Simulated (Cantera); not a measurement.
What does this Cantera script print?

```python
import numpy as np
import cantera as ct

gas_names = [...]  # 123 gases of nasa_gas.yaml made of C, H, O, Si
cond_names = """
    C(gr) C6H6(L) C7H8(L) C8H18(L),n-octa H2O(s) H2O(L) Si(cr) Si(L) SiC(b) SiO2(Lqz) SiO2(hqz) SiO2(L)
""".split()


# ... load() reads the species with a 1 bar reference pressure and builds the phases ...
atoms = {
    'SiH4': {'Si': 1, 'H': 4},
    'O2': {'O': 2},
    'CO2': {'C': 1, 'O': 2},
}
top_T = {'C(gr)': 4500, 'SiC(b)': 3050}  # K; cautious upper limits of use, not melting points


# ... equilibrate(T, P, feed) seeds the gas with the atoms and calls Mixture.equilibrate('TP', solver="vcs", rtol=1e-11, max_steps=5000) ...
results = []
T = 1675  # K
P = 220  # Pa
for m in [0.11, 0.15, 0.19, 0.25, 0.32, 0.42, 0.54, 0.71, 0.92, 1.2]:
    feed = {'SiH4': 1, 'O2': 1.2, 'CO2': m}  # mol
    mix = equilibrate(T, P, feed)
    results.append((T, P, feed, dict(zip(mix.species_names, mix.species_moles))))
    x = sorted(zip(gas.X, gas.species_names), reverse=True)
    print(f"T = {T:g} K  P = {P:g} Pa  n(CO2) = {m:g} mol  gas = {mix.phase_moles(0):.4g} mol")
    print("   x: " + "  ".join(f"{s} {v:.3e}" for v, s in x if v > 1e-06))
    print("   condensed (mol): " + ("  ".join(f"{mix.phase(i).name} {mix.phase_moles(i):.4g}"
          for i in range(1, mix.n_phases) if mix.phase_moles(i) > 1e-12) or "none"))
```

It prints:

```
T = 1675 K  P = 220 Pa  n(CO2) = 0.11 mol  gas = 2.113 mol
   x: H2 7.088e-01  H2O 2.368e-01  CO 4.730e-02  CO2 4.767e-03  H 2.084e-03  SiO 2.134e-04  OH 3.368e-05
   condensed (mol): SiO2(hqz) 0.9995
T = 1675 K  P = 220 Pa  n(CO2) = 0.15 mol  gas = 2.153 mol
   x: H2 6.793e-01  H2O 2.487e-01  CO 6.275e-02  CO2 6.930e-03  H 2.040e-03  SiO 1.948e-04  OH 3.613e-05
   condensed (mol): SiO2(hqz) 0.9996
T = 1675 K  P = 220 Pa  n(CO2) = 0.19 mol  gas = 2.193 mol
   x: H2 6.512e-01  H2O 2.599e-01  CO 7.734e-02  CO2 9.311e-03  H 1.998e-03  SiO 1.787e-04  OH 3.856e-05
   condensed (mol): SiO2(hqz) 0.9996
T = 1675 K  P = 220 Pa  n(CO2) = 0.25 mol  gas = 2.253 mol
   x: H2 6.115e-01  H2O 2.754e-01  CO 9.771e-02  CO2 1.327e-02  H 1.936e-03  SiO 1.583e-04  OH 4.217e-05
   condensed (mol): SiO2(hqz) 0.9996
T = 1675 K  P = 220 Pa  n(CO2) = 0.32 mol  gas = 2.323 mol
   x: H2 5.685e-01  H2O 2.916e-01  CO 1.193e-01  CO2 1.846e-02  H 1.867e-03  SiO 1.390e-04  OH 4.631e-05
   condensed (mol): SiO2(hqz) 0.9997
T = 1675 K  P = 220 Pa  n(CO2) = 0.42 mol  gas = 2.422 mol
   x: H2 5.130e-01  H2O 3.117e-01  CO 1.465e-01  CO2 2.685e-02  H 1.773e-03  SiO 1.174e-04  OH 5.211e-05
   condensed (mol): SiO2(hqz) 0.9997
T = 1675 K  P = 220 Pa  n(CO2) = 0.54 mol  gas = 2.542 mol
   x: H2 4.543e-01  H2O 3.315e-01  CO 1.741e-01  CO2 3.831e-02  H 1.669e-03  SiO 9.775e-05  OH 5.888e-05
   condensed (mol): SiO2(hqz) 0.9998
T = 1675 K  P = 220 Pa  n(CO2) = 0.71 mol  gas = 2.712 mol
   x: H2 3.841e-01  H2O 3.525e-01  CO 2.050e-01  CO2 5.675e-02  H 1.534e-03  SiO 7.770e-05  OH 6.810e-05
   condensed (mol): SiO2(hqz) 0.9998
T = 1675 K  P = 220 Pa  n(CO2) = 0.92 mol  gas = 2.922 mol
   x: H2O 3.693e-01  H2 3.143e-01  CO 2.324e-01  CO2 8.237e-02  H 1.388e-03  OH 7.887e-05  SiO 6.070e-05
   condensed (mol): SiO2(hqz) 0.9998
T = 1675 K  P = 220 Pa  n(CO2) = 1.2 mol  gas = 3.202 mol
   x: H2O 3.799e-01  CO 2.550e-01  H2 2.440e-01  CO2 1.197e-01  H 1.223e-03  OH 9.207e-05  SiO 4.581e-05
   condensed (mol): SiO2(hqz) 0.9999
```

Method: chemical equilibrium by Gibbs-energy minimisation in Cantera with the NASA 1993 tables (ideal gas, pure condensed phases). The tables hold silica as quartz up to 1696 K and as liquid above; real silica turns to tridymite and cristobalite and melts near 1996 K.
